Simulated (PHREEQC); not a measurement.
A solution holds 43 mmol/kgw (NH4)2SO4, 0.075 mmol/kgw KHSO4 and 0.095 mmol/kgw H3BO3, at 25 °C. Closed to the air; pH follows from the charge balance.

The numbers come from PHREEQC with the ion-association model, wateq4f.dat.

No solid was allowed to form.

Question: Predict the pH, ionic strength.

Answer: pH 4.55; ionic strength 0.107 mol/kgw.

Question: In which forms is K present?

Answer: K+ 93 %, KSO4- 7.3 % of the K.
